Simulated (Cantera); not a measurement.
Feed: 1 mol CO2, 0.064 mol SO2, 0.3 mol O2, 0.51 mol H2O, at 3223 K and 1 atm.

Cantera equilibrium calculation (NASA polynomials, part measured and part estimated; ideal gas, pure solids and liquids). Candidate condensed phases: C, C6H6, C7H8, C8H18, H2O, H2SO4, S; 123 gas species. The numbers say what is thermodynamically allowed, not how fast it happens.

Base state: CO 0.246, O2 0.198, CO2 0.156, H2O 0.116, O 0.102, OH 0.0876, H 0.0453, H2 0.0233 (mole fractions); condensed: gas only.

### Question
What changes in the equilibrium state with this change: pressure from 1 atm to 0.110 bar?

### Answer
```csv
species,before,after
CO,0.246,0.270
O,0.102,0.258
H,0.0453,0.139
CO2,0.156,0.0470
H2O,0.116,0.0322
SO2,0.0192,0.00826
O2,0.198,0.137
OH,0.0876,0.0735
H2,0.0233,0.0236
S,0.000390,0.00224
HO2,6.39e-5,1.47e-5
SH,4.90e-5,9.34e-5
SO,0.00617,0.00971
```
